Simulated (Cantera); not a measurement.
Charge: 1 mol SiHCl₃, 0.05 mol HCl, 44 mol N₂, at 2.10 mbar.

Method: chemical equilibrium by Gibbs-energy minimisation in Cantera with the NASA 1993 tables (ideal gas, pure condensed phases). Candidate condensed phases: NH₄Cl, Si, Si₃N₄; 28 gas species. N₂ is the only nitrogen source here; it is nearly inert below about 1500 K, so the nitride shown seldom forms there in practice. The tables' values for SiCl₃, SiCl are old estimates; treat these amounts as uncertain. The numbers say what is thermodynamically allowed, not how fast it happens.

x: gas mole fraction; n: condensed amount in mol.

| T (K) | x N₂ | x HCl | x SiCl₂ | x SiCl₄ | x SiCl₃ | x Cl | n Si₃N₄(s) |
|---|---|---|---|---|---|---|---|
| 1173 | 0.966 | 0.0218 | 0.000518 | 0.0106 | 0.000745 | 1.87e-6 | 0.155 |
| 1223 | 0.965 | 0.0218 | 0.00159 | 0.00954 | 0.00138 | 4.74e-6 | 0.144 |
| 1273 | 0.964 | 0.0217 | 0.00417 | 0.00762 | 0.00220 | 1.08e-5 | 0.121 |
| 1323 | 0.961 | 0.0214 | 0.00895 | 0.00479 | 0.00280 | 2.17e-5 | 0.0818 |
| 1373 | 0.959 | 0.0207 | 0.0148 | 0.00209 | 0.00259 | 3.76e-5 | 0.0351 |
| 1423 | 0.957 | 0.0196 | 0.0193 | … | 0.00181 | … | 0 |
| 1473 | 0.957 | 0.0203 | 0.0198 | 0.000415 | 0.00155 | 0.000129 | 0 |
| 1523 | 0.956 | 0.0208 | 0.0202 | 0.000248 | 0.00130 | 0.000263 | 0 |
| 1573 | 0.956 | 0.0210 | 0.0205 | … | 0.00105 | … | 0 |
| 1623 | 0.956 | 0.0210 | 0.0208 | 7.42e-5 | 0.000814 | 0.000843 | 0 |
| 1673 | 0.955 | 0.0208 | 0.0211 | 3.60e-5 | 0.000602 | 0.00131 | 0 |
| 1723 | 0.955 | 0.0205 | 0.0212 | 1.65e-5 | 0.000432 | 0.00190 | 0 |
| 1773 | 0.954 | 0.0199 | 0.0213 | 7.46e-6 | 0.000306 | 0.00263 | 0 |

Some entries are withheld; supply them.


- 1573, x SiCl₄: 0.000141
- 1573, x Cl: 0.000494
- 1423, x SiCl₄: 0.000676
- 1423, x Cl: 5.81e-5
